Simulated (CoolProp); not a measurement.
The fluid at 497.87 K and 13.2 MPa (supercritical) is heated at constant pressure to 643.2 K. The same conditions are run with several fluids, on thermodynamics alone (safety and materials aside).

Values from CoolProp's reference Helmholtz-energy equation of state of each fluid (nitrogen: Span 2000; carbon dioxide: Span 1996; dry air: Lemmon 2000). Blends and air are pseudo-pure fits.

```
fluid           heat (kJ/kg)  final density (kg/m³)
--------------  ------------  ---------------------
nitrogen                 ___                    ___
carbon dioxide           ___                    ___
dry air                  ___                    ___
```

### Question
Complete the blanks.

### Answer

- nitrogen, heat (kJ/kg): 162
- nitrogen, final density (kg/m³): 65.3
- carbon dioxide, heat (kJ/kg): 173
- carbon dioxide, final density (kg/m³): 110
- dry air, heat (kJ/kg): 158
- dry air, final density (kg/m³): 67.9
